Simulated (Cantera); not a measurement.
A Cantera script and what it prints.

```python
import numpy as np
import cantera as ct

gas_names = """
    H HO2 H2 H2O H2O2 O OH O2 O3 P PH PH3 PO PO2 P2 P4 P4O10
""".split()
cond_names = """
    H2O(s) H2O(L) P(cr) P(L) P4O10(s)
""".split()


def load(file, names, dense=False):
    # The tables refer to 1 bar. Condensed volumes are neglected.
    table = {s.name: s for s in ct.Species.list_from_file(file)}
    out = []
    for n in names:
        d = dict(table[n].input_data)
        d["thermo"] = dict(d["thermo"], **{"reference-pressure": 1e5})
        if dense:
            d["equation-of-state"] = {"model": "constant-volume", "density": "1e6 g/cm^3"}
        out.append(ct.Species.from_dict(d))
    return out


gas = ct.Solution(thermo="ideal-gas", species=load("nasa_gas.yaml", gas_names))
cond = {s.name: ct.Solution(thermo="fixed-stoichiometry", species=[s], name=s.name)
        for s in load("nasa_condensed.yaml", cond_names, dense=True)}
atoms = {
    'PH3': {'P': 1, 'H': 3},
    'O2': {'O': 2},
    'H2': {'H': 2},
}
top_T = {'P4O10(s)': 690}  # K; cautious upper limits of use, not melting points


def equilibrate(T, P, feed):
    n = {}
    for name, mol in feed.items():
        for a, k in atoms[name].items():
            n[a] = n.get(a, 0.0) + k * mol
    gas.TPX = T, P, n
    mass = sum(n.values()) * gas.mean_molecular_weight
    gas.equilibrate("TP")
    valid = [c for c in cond.values() if c.min_temp <= T <= top_T.get(c.name, c.max_temp)]
    mix = ct.Mixture([(gas, mass / gas.mean_molecular_weight)] + [(c, 0.0) for c in valid])
    mix.T, mix.P = T, P
    mix.equilibrate("TP", solver="vcs", rtol=1e-11, max_steps=5000)
    return mix


results = []
feed = {'PH3': 1, 'O2': 0.018, 'H2': 0.61}  # mol
P = 10000  # Pa
for T in [1950, 2050, 2150, 2250, 2350, 2450, 2550, 2650, 2750, 2850, 2950, 3050, 3150]:
    mix = equilibrate(T, P, feed)
    results.append((T, P, feed, dict(zip(mix.species_names, mix.species_moles))))

top = {s: max(r[3][s] / sum(r[3][g] for g in gas_names) for r in results) for s in gas_names}
cols = sorted((s for s in top if top[s] > 1e-06), key=lambda s: -top[s])[:7]
seen = [c for c in cond_names if any(r[3].get(c, 0) > 1e-12 for r in results)]
print("log10 of partial pressures in bar; condensed amounts in mol")
print(f"{'T/K':>10s}" + "".join(f"{s[:9]:>10s}" for s in cols + seen))
for T, P, feed, n in results:
    ng = sum(n[g] for g in gas_names)
    print(f"{T:10.4g}" + "".join(f"{np.log10(max(n[s] / ng * P / 1e5, 1e-99)):10.3f}" for s in cols)
          + "".join(f"{n.get(c, 0):10.4g}" for c in seen))
```

Output:

```
log10 of partial pressures in bar; condensed amounts in mol
       T/K        H2         H        P2         P        PO       H2O        PH
      1950    -1.100    -3.491    -1.727    -4.414    -3.254    -3.097    -4.745
      2050    -1.101    -3.195    -1.730    -4.090    -3.151    -3.189    -4.533
      2150    -1.103    -2.927    -1.735    -3.797    -3.076    -3.293    -4.342
      2250    -1.108    -2.683    -1.740    -3.531    -3.023    -3.403    -4.170
      2350    -1.115    -2.462    -1.748    -3.288    -2.987    -3.519    -4.015
      2450    -1.126    -2.260    -1.759    -3.067    -2.964    -3.638    -3.877
      2550    -1.143    -2.077    -1.775    -2.865    -2.951    -3.759    -3.755
      2650    -1.166    -1.912    -1.797    -2.683    -2.946    -3.883    -3.650
      2750    -1.198    -1.764    -1.827    -2.518    -2.950    -4.011    -3.563
      2850    -1.241    -1.633    -1.867    -2.370    -2.960    -4.144    -3.495
      2950    -1.297    -1.518    -1.920    -2.240    -2.976    -4.284    -3.446
      3050    -1.368    -1.420    -1.988    -2.128    -2.999    -4.431    -3.419
      3150    -1.456    -1.339    -2.072    -2.032    -3.026    -4.584    -3.414
```

Equilibrium computed with Cantera from the NASA thermochemical tables; the gas is ideal and each condensed phase is pure. Gases not in the tables: HPO2, HPO3 and P4O6.
